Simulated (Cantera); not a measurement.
An adiabatic, constant-volume homogeneous reactor starts with CH₃OH : O₂ : N₂ = 1 : 4.41 : 16.6 (molar parts), at 1500 K and 100000 Pa. Integrator tolerance rtol = 1e-08.

Model: GRI-Mech 3.0 (53 species, 325 reactions), integrated in Cantera. GRI-Mech 3.0 was tuned for natural gas; its chemistry of methanol as a main component is partial and can be far from experiment.

```
quantity                                                              before                                      after
---------------------------------  -----------------------------------------  -----------------------------------------
time of steepest temperature rise                                   0.299 ms                                    35.4 µs
temperature at 7.00 s                                                 2385 K                                     2563 K
equilibrium temperature                                               2385 K                                     2563 K
x(CH₃OH) at 7.00 s                     <1e-12 (gas-phase equilibrium <1e-12)      <1e-12 (gas-phase equilibrium <1e-12)
x(O₂) at 7.00 s                          0.120 (gas-phase equilibrium 0.120)        0.116 (gas-phase equilibrium 0.116)
x(NO) at 7.00 s                        0.0136 (gas-phase equilibrium 0.0136)      0.0183 (gas-phase equilibrium 0.0183)
x(C₂H₄) at 7.00 s                      <1e-12 (gas-phase equilibrium <1e-12)      <1e-12 (gas-phase equilibrium <1e-12)
x(OH) at 7.00 s                      0.00702 (gas-phase equilibrium 0.00702)      0.0123 (gas-phase equilibrium 0.0123)
x(HCO) at 7.00 s                   1.51e-10 (gas-phase equilibrium 1.51e-10)  9.93e-10 (gas-phase equilibrium 9.93e-10)
x(HO₂) at 7.00 s                     7.13e-6 (gas-phase equilibrium 7.13e-6)    1.06e-5 (gas-phase equilibrium 1.06e-5)
```

**Question.** Name the change that produced these shifts.
A. initial temperature 1500 to 1800 K
B. initial temperature 1500 to 1425 K
C. pressure from 100000 Pa to 110000 Pa
D. initial temperature 1500 to 1650 K

**Answer.** A, initial temperature 1500 to 1800 K
